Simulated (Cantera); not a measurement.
Charge: 1 mol SiCl₄, 1.6 mol NH₃, 55 mol H₂, held at 1.00 bar.

Method: chemical equilibrium by Gibbs-energy minimisation in Cantera with the NASA 1993 tables (ideal gas, pure condensed phases). Candidate condensed phases: NH₄Cl, Si, Si₃N₄; 28 gas species. Mutual solubility and eutectic melting of coexisting phases are not modelled. Gases not in the tables: Si₂H₆ and higher silanes. Kinetics and transport are ignored.

Which condensed phases are stable at each of these points (T (°C)): 1452, 1477, 1502, 1527, 1552, 1577, 1602, 1627, 1652, 1677, 1702, 1727, 1752, 1777?


| T (°C) | condensed phases | Si condensed (%) |
|---|---|---|
| 1452 | Si₃N₄(s) | 63.2 |
| 1477 | Si₃N₄(s) | 58.2 |
| 1502 | Si₃N₄(s) | 52.9 |
| 1527 | Si(l) + Si₃N₄(s) | 49.1 |
| 1552 | Si(l) + Si₃N₄(s) | 50.1 |
| 1577 | Si(l) | 51.1 |
| 1602 | Si(l) | 52.0 |
| 1627 | Si(l) | 52.9 |
| 1652 | Si(l) | 53.7 |
| 1677 | Si(l) | 54.5 |
| 1702 | Si(l) | 55.1 |
| 1727 | Si(l) | 55.7 |
| 1752 | Si(l) | 56.3 |
| 1777 | Si(l) | 56.7 |

From 1452 °C to 1502 °C the condensed part is Si₃N₄(s). From 1527 °C to 1552 °C the condensed part is Si(l) + Si₃N₄(s). From 1577 °C to 1777 °C the condensed part is Si(l).
